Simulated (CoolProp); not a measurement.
Vapour pressure (kPa) of acetone: the reference equation beside estimates from Tc = 235.0 °C, pc = 4692 kPa, ω = 0.307. Clausius-Clapeyron is anchored at 37.35 °C with a constant enthalpy of vaporisation of 30.29 kJ/mol.

The numbers come from the reference Helmholtz-energy equation of state, Lemmon 2006 in CoolProp. It is a short technical equation, of lower accuracy than the large ones.

```
T (°C)  reference  Clausius-Clapeyron  van der Waals  Redlich-Kwong  Soave-Redlich-Kwong  Peng-Robinson
------  ---------  ------------------  -------------  -------------  -------------------  -------------
-16.35      3.662               4.391          140.2          12.29                3.340          3.614
1.55        10.09               11.07          217.4          29.40                9.418          9.944
19.45       24.06                 [?]          320.3          61.60                22.91          23.73
37.35       51.05               51.05          452.8          116.2                49.41          50.44
55.25       98.50               96.77          618.2          201.4                96.66          97.57
73.25       176.3               172.2          821.0          327.0                175.0          175.1
91.15       294.7               288.7           1062          500.7                295.3          293.7
109.05      466.9               461.2           1344          732.1                471.4          466.9
126.95      707.1               706.4           1671           1030                718.2          709.4
144.95       1033                1045           2047           1405                 1054           1040
162.85       1459                1495            [?]            [?]                 1492           1472
180.75       2007                2079           2941           2409                 2052           2028
```

Task: Complete the blanks.

Result: 
- 19.45, Clausius-Clapeyron: 24.91
- 162.85, van der Waals: 2469
- 162.85, Redlich-Kwong: 1862

Absolute difference from the reference over all 12 rows, mean and median: Clausius-Clapeyron 4.0 and 2.2 %, van der Waals 791.1 and 313.0 %, Redlich-Kwong 96.4 and 77.7 %, Soave-Redlich-Kwong 2.9 and 2.1 %, Peng-Robinson 0.9 and 0.9 %.
